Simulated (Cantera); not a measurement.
# Pyrogenic steam for wet oxidation

An isothermal, constant-pressure homogeneous reactor starts with 10.7 % H2, 19.4 % O2, 69.9 % N2, at 1150 K and 0.640 bar.

Computed with Cantera and the H2/O2 subset of GRI-Mech 3.0, which has no nitrogen chemistry. The temperature is held fixed by assumption; the heat of reaction is taken as removed at once.

```
t (s)         x H2   x O2      x O    x H2O2    x HO2  x H2O
--------  --------  -----  -------  --------  -------  -----
0.000200   0.00319  0.149  0.00141   7.43e-6  6.15e-5  0.108
0.000690  0.000319  0.149  6.82e-5   1.86e-6  1.44e-5  0.112
0.00238    3.94e-5  0.149  7.73e-6   4.24e-7  2.47e-6  0.113
0.00820    2.58e-6  0.149  1.07e-6   9.64e-8  2.93e-7  0.113
0.0283     1.14e-7  0.149  2.05e-7   2.26e-8  4.58e-8  0.113
0.0975     1.65e-8  0.149  5.07e-8   6.04e-9  1.21e-8  0.113
0.336      4.41e-9  0.149  1.44e-8   1.79e-9  5.57e-9  0.113
1.16       1.86e-9  0.149  5.33e-9  6.83e-10  5.22e-9  0.113
4.00       1.58e-9  0.149  4.04e-9  5.24e-10  5.50e-9  0.113
```
x: mole fraction; the columns are a selection and need not sum to one.

Equilibrium at this temperature and pressure: H2 1.58e-9, O2 0.149, O 4.03e-9, H2O2 5.23e-10, HO2 5.51e-9, H2O 0.113 (gas phase only).
